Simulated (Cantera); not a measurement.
**Premixed flame**

A freely propagating, adiabatic, planar premixed flame of H₂ : O₂ : N₂ = 1 : 0.333 : 1.4 (molar parts), equivalence ratio 1.5, unburnt at 448 K and 2.90 bar; mixture-averaged transport, grid criteria slope 0.08 and curve 0.16, no radiation.

Computed with Cantera and the H2/O2 subset of GRI-Mech 3.0, which has no nitrogen chemistry. The hydrogen kinetics of GRI-Mech 3.0 are dated; newer H2 mechanisms differ, most at raised pressure. Burning velocities carry a grid error of a few per cent, more on coarse grids.

| z (mm) | T (K) | u (m/s) | x H₂ | x O₂ | x H₂O | x H₂O₂ | x OH | x O |
|---|---|---|---|---|---|---|---|---|
| -0.299 | 448 | 5.15 | 0.366 | 0.122 | <1e-8 | <1e-8 | <1e-8 | <1e-8 |
| -0.199 | 448 | 5.15 | 0.366 | 0.122 | <1e-8 | <1e-8 | <1e-8 | <1e-8 |
| -0.150 | 448 | 5.15 | 0.366 | 0.122 | 3.37e-8 | <1e-8 | <1e-8 | <1e-8 |
| -0.0997 | 448 | 5.15 | 0.365 | 0.122 | 1.90e-6 | 1.64e-8 | <1e-8 | 1.68e-8 |
| -0.0499 | 479 | 5.43 | 0.357 | 0.123 | 0.000869 | 1.20e-5 | 2.32e-5 | 4.14e-6 |
| -0.0249 | 755 | 8.30 | 0.320 | 0.117 | 0.0229 | 8.07e-5 | 0.00103 | 0.000202 |
| 0 | 1199 | 12.8 | 0.245 | 0.0882 | 0.0911 | 2.20e-5 | 0.00207 | 0.00201 |
| 0.0249 | 1521 | 16.0 | 0.169 | 0.0425 | 0.178 | 3.95e-6 | 0.00479 | 0.00419 |
| 0.0499 | 1692 | 17.7 | 0.131 | 0.0159 | 0.228 | 2.13e-6 | 0.00671 | 0.00387 |
| 0.0997 | 1843 | 19.2 | 0.118 | 0.00375 | 0.252 | 1.13e-6 | 0.00783 | 0.00268 |
| 0.199 | 1974 | 20.3 | 0.122 | 0.00162 | 0.260 | 5.87e-7 | 0.00746 | 0.00168 |
| 0.399 | 2085 | 21.3 | 0.126 | 0.000817 | 0.266 | 3.03e-7 | 0.00610 | 0.000869 |
| 0.798 | 2168 | 22.0 | 0.130 | 0.000354 | 0.270 | 1.56e-7 | 0.00438 | 0.000378 |
x: mole fraction of selected species; z is measured from the peak of heat release.

```json
{
  "laminar_burning_velocity": "515 cm/s",
  "thermal_thickness": "0.0997 mm",
  "peak x(H₂O₂)": "8.08e-5",
  "peak x(OH)": "0.00787",
  "peak x(O)": "0.00428",
  "grid_points": "113"
}
```
